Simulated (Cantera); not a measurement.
**Al + HCl + N2 (aluminium and copper etching)**

A closed system holds: 1 mol Al, a varied amount of HCl, 0.23 mol N2, equilibrated at 600 K and 100 Torr.

These are equilibrium values from Cantera (NASA tables, ideal gas, pure condensed phases), not measurements of a reactor. Candidate condensed phases: Al, AlCl3, AlN, NH4Cl; 20 gas species. Rates play no part.

From 1.2 mol HCl to 1.6 mol HCl the condensed part is Al(s) + AlN(s). From 1.9 mol HCl to 3 mol HCl the condensed part is AlN(s). From 3.8 mol HCl to 18 mol HCl nothing is condensed. The main Al-bearing gas is Al2Cl6 throughout.

```
n(HCl) (mol)    x HCl    x H2  x Al2Cl6    x N2  x AlCl3     x NH3  x AlCl2  n Al(s)  n AlN(s)
------------  -------  ------  --------  ------  -------  --------  -------  -------  --------
1.2           1.03e-8   0.737     0.228  <1e-12   0.0352    <1e-12  2.64e-7    0.140     0.460
1.6           1.03e-8   0.737     0.228  <1e-12   0.0352    <1e-12  2.64e-7  0.00667     0.460
1.9            0.0890   0.656     0.202  0.0194   0.0331  0.000410   <1e-12        0     0.407
2.4             0.102   0.619     0.191  0.0554   0.0322  0.000636   <1e-12        0     0.261
3               0.106   0.596     0.183  0.0817   0.0316  0.000730   <1e-12        0    0.0816
3.8             0.260   0.487     0.149  0.0746   0.0284  0.000516   <1e-12        0         0
4.8             0.441   0.367     0.110  0.0562   0.0245  0.000293   <1e-12        0         0
6               0.568   0.284    0.0839  0.0434   0.0214  0.000175   <1e-12        0         0
7.4             0.657   0.224    0.0653  0.0343   0.0188  0.000109   <1e-12        0         0
9.3             0.733   0.174    0.0499  0.0267   0.0165   6.60e-5   <1e-12        0         0
12              0.796   0.133    0.0371  0.0203   0.0142   3.82e-5   <1e-12        0         0
15              0.838   0.105    0.0287  0.0161   0.0125   2.38e-5   <1e-12        0         0
18              0.866  0.0865    0.0232  0.0133   0.0112   1.63e-5   <1e-12        0         0
```
x: gas mole fraction; n: condensed amount in mol.
